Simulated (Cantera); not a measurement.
Input: 1 mol CH3OH, 2.2 mol CO2, equilibrated at 1.00 bar.

These are equilibrium values from Cantera (NASA tables, ideal gas, pure condensed phases), not measurements of a reactor. Candidate condensed phases: C, C6H6, C7H8, C8H18, H2O; 110 gas species. Rates play no part. All values below are at 1450 °C.

Base state: CO 0.426, H2O 0.234, CO2 0.189, H2 0.150, H 7.07e-5 (mole fractions); condensed: gas only.

Problem. What changes in the equilibrium state with this change: CH3OH replaced by C3H6?

Solution. 
| species | before | after |
|---|---|---|
| CO | 0.426 | 0.595 |
| H2 | 0.150 | 0.405 |
| CH4 | 2.65e-9 | 0.000165 |
| H2O | 0.234 | 0.000102 |
| CO2 | 0.189 | 4.28e-5 |
| C2H2 (acetylene) | <1e-9 | 3.67e-5 |
| H | 7.07e-5 | 0.000116 |
| C(graphite), mol | 0 | 0.799 |
